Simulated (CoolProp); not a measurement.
Model: reference Helmholtz-energy equation of state, Lemmon 2006, in CoolProp. It is a short technical equation, of lower accuracy than the large ones.

Question: For acetone, give the phase and the density (kg/m³), isothermal compressibility (1/MPa), expansivity (1/kK) at 448 K and 55.3 bar; 477.2 K and 55.3 bar.

Answer: 
- 448 K and 55.3 bar: liquid; density 594, isothermal compressibility 0.00790, expansivity 3.01
- 477.2 K and 55.3 bar: liquid; density 534, isothermal compressibility 0.0165, expansivity 4.48
